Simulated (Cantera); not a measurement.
An isothermal, constant-pressure homogeneous reactor starts with CH4 : CO2 = 1 : 0.59 (molar parts), at 1673 K and 2900000 Pa.

Model: GRI-Mech 3.0 (53 species, 325 reactions), integrated in Cantera. GRI-Mech 3.0 stops at C3 and has no aromatics, soot or wall deposition, so with more carbon than oxygen in the feed, carbon stays in small species such as C2H2 where larger ones or solid carbon would form. The pressure lies above the range GRI-Mech 3.0 was tuned for (to about 10 atm).

x: mole fraction; the columns are a selection and need not sum to one.

| t (s) | x CH4 | x CO2 | x H | x H2 | x HCO |
|---|---|---|---|---|---|
| 0.000200 | 0.584 | 0.365 | 1.50e-6 | 0.0314 | 1.63e-9 |
| 0.000469 | 0.527 | 0.350 | 3.03e-6 | 0.0784 | 1.66e-9 |
| 0.00110 | 0.434 | 0.317 | 5.24e-6 | 0.152 | 3.19e-9 |
| 0.00257 | 0.320 | 0.256 | 7.64e-6 | 0.219 | 1.10e-8 |
| 0.00602 | 0.220 | 0.160 | 9.38e-6 | 0.236 | 3.13e-8 |
| 0.0141 | 0.167 | 0.0779 | 1.00e-5 | 0.226 | 5.29e-8 |
| 0.0331 | 0.161 | 0.0550 | 1.05e-5 | 0.240 | 6.57e-8 |
| 0.0775 | 0.166 | 0.0443 | 1.11e-5 | 0.271 | 8.03e-8 |
| 0.181 | 0.165 | 0.0308 | 1.19e-5 | 0.312 | 9.92e-8 |
| 0.425 | 0.156 | 0.0179 | 1.28e-5 | 0.359 | 1.19e-7 |
| 0.996 | (withheld) | (withheld) | 1.35e-5 | 0.403 | 1.35e-7 |
| 2.33 | 0.127 | 0.00256 | 1.40e-5 | 0.435 | 1.45e-7 |
| 5.47 | 0.120 | (withheld) | 1.43e-5 | 0.448 | 1.49e-7 |
| 12.8 | 0.119 | 5.18e-5 | 1.43e-5 | 0.450 | 1.50e-7 |
| 30.0 | 0.119 | 4.88e-5 | 1.43e-5 | 0.450 | 1.50e-7 |

Q: Fill in the missing entries.

A: 
- 0.996, x CH4: 0.140
- 0.996, x CO2: 0.00823
- 5.47, x CO2: 0.000348
